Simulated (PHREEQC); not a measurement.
Consider water at 20 °C with 0.0047 mol/kgw H2SO4, 0.00015 mol/kgw CuSO4 and 9.2e-05 mol/kgw MgSO4. Closed to the air; pH follows from the charge balance.

Model: ion-association model, phreeqc.dat, run in PHREEQC.

Question: The ionic strength comes out as 0.0118 mol/kgw. What activity coefficients do SO4-2, HSO4-, Mg+2, Cu+2, H+ get?

Answer: SO4-2 0.65, HSO4- 0.90, Mg+2 0.66, Cu+2 0.66, H+ 0.91.

No solid was allowed to form.
